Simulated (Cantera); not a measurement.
Equilibrium for carbothermic reduction: Fe₂O₃ + C + N₂

Charge: 1 mol Fe₂O₃, 5.3 mol C, 8.5 mol N₂, equilibrated at 10000 Pa.

Equilibrium computed with Cantera from the NASA thermochemical tables; the gas is ideal and each condensed phase is pure. Candidate condensed phases: C, Fe, Fe(CO)₅, FeO, Fe₂O₃, Fe₃O₄; 27 gas species. Iron dissolves carbon and melts from about 1420 K in contact with it, which pure phases cannot show. Condensed phases not in the tables: cementite and carbon dissolved in iron. Rates play no part.

```csv
T (K),x N₂,x CO,x Fe,x CN,n C(graphite),n Fe(γ),n Fe(δ),n Fe(l)
1373,0.739,0.261,7.80e-8,9.66e-12,2.30,2.00,0,0
1473,0.739,0.261,8.36e-7,1.30e-10,2.30,2.00,0,0
1573,0.739,0.261,6.57e-6,1.26e-9,2.30,2.00,0,0
1673,0.739,0.261,4.01e-5,9.23e-9,2.30,0,2.00,0
1773,0.739,0.261,0.000198,5.40e-8,2.30,0,2.00,0
1873,0.739,0.261,0.000791,2.61e-7,2.30,0,0,1.99
1973,0.737,0.260,0.00268,1.07e-6,2.30,0,0,1.97
2073,0.733,0.259,0.00803,3.83e-6,2.30,0,0,1.91
2173,0.723,0.255,0.0216,1.21e-5,2.30,0,0,1.75
2273,0.700,0.247,0.0530,3.42e-5,2.30,0,0,1.36
2373,0.650,0.230,0.120,8.64e-5,2.30,0,0,0.434
2473,0.629,0.222,0.148,0.000206,2.30,0,0,0
```
x: gas mole fraction; n: condensed amount in mol.

From 1373 K to 1573 K the condensed part is C(graphite) + Fe(γ). From 1673 K to 1773 K the condensed part is C(graphite) + Fe(δ). From 1873 K to 2373 K the condensed part is C(graphite) + Fe(l). At 2473 K the condensed part is C(graphite). The main Fe-bearing gas is Fe throughout.
